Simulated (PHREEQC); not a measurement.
Solution (10 °C): 1.1 mmol/kgw NaH2PO4, 57 mmol/kgw HNO3, 91 mmol/kgw H3AsO4 and 2.7 mmol/kgw Ca(OH)2. Closed to the air; pH follows from the charge balance.

All values are PHREEQC results (ion-association model, wateq4f.dat), not measurements.

```
Quantity                  Result
----------------  --------------
pH                          1.28
ionic strength    0.0711 mol/kgw
total alkalinity     -143 meq/kg
```

```json
[
 {"species": "H3AsO4", "molality": "0.0798", "activity": "0.0811", "log γ": "0.007"},
 {"species": "H+", "molality": "0.0619", "activity": "0.0522", "log γ": "-0.074"},
 {"species": "NO3-", "molality": "0.0570", "activity": "0.0447", "log γ": "-0.105"},
 {"species": "H2AsO4-", "molality": "0.0112", "activity": "0.00906", "log γ": "-0.094"},
 {"species": "Ca+2", "molality": "0.00270", "activity": "0.00118", "log γ": "-0.358"},
 {"species": "Na+", "molality": "0.00110", "activity": "0.000888", "log γ": "-0.093"},
 {"species": "H3PO4", "molality": "0.000916", "activity": "0.000931", "log γ": "0.007"},
 {"species": "H2PO4-", "molality": "0.000180", "activity": "0.000146", "log γ": "-0.090"},
 {"species": "CaH2PO4+", "molality": "4.02e-6", "activity": "3.26e-6", "log γ": "-0.090"},
 {"species": "HAsO4-2", "molality": "2.67e-8", "activity": "1.12e-8", "log γ": "-0.377"}
]
```

Precipitation was switched off in this run. H3PO4, which wateq4f.dat lacks, is added to it with the constant of phreeqc.dat. Constants without temperature data keep their 25 °C values here. The database has no arsenate complexes of Ca.
